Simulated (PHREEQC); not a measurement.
A solution holds 0.49 mol/kgw NH4HF2, 0.00079 mol/kgw H2SiF6, 0.0036 mol/kgw HBF4 and 0.0069 mol/kgw HCl, at 25 °C. Closed to the air; pH follows from the charge balance.

The numbers come from PHREEQC with the ion-association model, phreeqc.dat.

```tsv
quantity	before	after
pH	2.89	3.08
HF (mol/kgw)	0.263	0.0424
F- (mol/kgw)	0.242	0.0420
HF2- (mol/kgw)	0.237	0.00682
BF3OH- (mol/kgw)	4.39e-6	3.05e-6
SI of Quartz (SiO2)	-13.53	-9.53
```

**Question.** What was changed between the two runs?
A) diluted 5-fold with water
B) diluted 10-fold with water
C) H2SiF6 from 0.00079 to 0.000711 mol/kgw
D) HCl replaced by NaCl at the same molality
E) NH4HF2 left out

**Answer.** B, diluted 10-fold with water

No solid was allowed to form. SiF6-2 is the database's only silicon fluoride. Real BF4- forms and hydrolyses slowly; the run takes it at equilibrium.
